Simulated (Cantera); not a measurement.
Cantera run:

```python
import numpy as np
import cantera as ct

gas_names = """
    Cr CrN CrO CrO2 CrO3 N NO NO2 NO3 N2 N2O O O2 O3
""".split()
cond_names = """
    Cr(cr) Cr(L) CrN(s) Cr2N(s) Cr2O3(s) Cr2O3(L)
""".split()


# ... load() reads the species with a 1 bar reference pressure and builds the phases ...
atoms = {
    'Cr': {'Cr': 1},
    'O2': {'O': 2},
    'N2': {'N': 2},
}
top_T = {'CrN(s)': 1900, 'Cr2N(s)': 1900}  # K; cautious upper limits of use, not melting points


# ... equilibrate(T, P, feed) seeds the gas with the atoms and calls Mixture.equilibrate('TP', solver="vcs", rtol=1e-11, max_steps=5000) ...
results = []
feed = {'Cr': 1, 'O2': 0.64, 'N2': 0.69}  # mol
P = 0.21  # Pa
for T in [948, 1048, 1148, 1248, 1348, 1448, 1548, 1648]:
    mix = equilibrate(T, P, feed)
    results.append((T, P, feed, dict(zip(mix.species_names, mix.species_moles))))
    x = sorted(zip(gas.X, gas.species_names), reverse=True)
    print(f"T = {T:g} K  P = {P:g} Pa  gas = {mix.phase_moles(0):.4g} mol")
    print("   x: " + "  ".join(f"{s} {v:.3e}" for v, s in x if v > 1e-05))
    print("   condensed (mol): " + ("  ".join(f"{mix.phase(i).name} {mix.phase_moles(i):.4g}"
          for i in range(1, mix.n_phases) if mix.phase_moles(i) > 1e-12) or "none"))
```

Output:

```
T = 948 K  P = 0.21 Pa  gas = 0.6533 mol
   x: N2 1.000e+00
   condensed (mol): Cr2N(s) 0.07333  Cr2O3(s) 0.4267
T = 1048 K  P = 0.21 Pa  gas = 0.69 mol
   x: N2 1.000e+00
   condensed (mol): Cr(cr) 0.1467  Cr2O3(s) 0.4267
T = 1148 K  P = 0.21 Pa  gas = 0.69 mol
   x: N2 1.000e+00  Cr 1.917e-05
   condensed (mol): Cr(cr) 0.1467  Cr2O3(s) 0.4267
T = 1248 K  P = 0.21 Pa  gas = 0.6903 mol
   x: N2 9.995e-01  Cr 5.062e-04
   condensed (mol): Cr(cr) 0.1463  Cr2O3(s) 0.4267
T = 1348 K  P = 0.21 Pa  gas = 0.6957 mol
   x: N2 9.919e-01  Cr 8.140e-03
   condensed (mol): Cr(cr) 0.141  Cr2O3(s) 0.4267
T = 1448 K  P = 0.21 Pa  gas = 0.7568 mol
   x: N2 9.117e-01  Cr 8.827e-02  CrO 2.150e-05
   condensed (mol): Cr(cr) 0.07986  Cr2O3(s) 0.4267
T = 1548 K  P = 0.21 Pa  gas = 0.8368 mol
   x: N2 8.246e-01  Cr 1.752e-01  CrO 2.559e-04
   condensed (mol): Cr2O3(s) 0.4266
T = 1648 K  P = 0.21 Pa  gas = 0.8377 mol
   x: N2 8.237e-01  Cr 1.745e-01  CrO 1.830e-03  CrO2 1.932e-05
   condensed (mol): Cr2O3(s) 0.4261
```

Equilibrium computed with Cantera from the NASA thermochemical tables; the gas is ideal and each condensed phase is pure. Mutual solubility and eutectic melting of coexisting phases are not modelled.
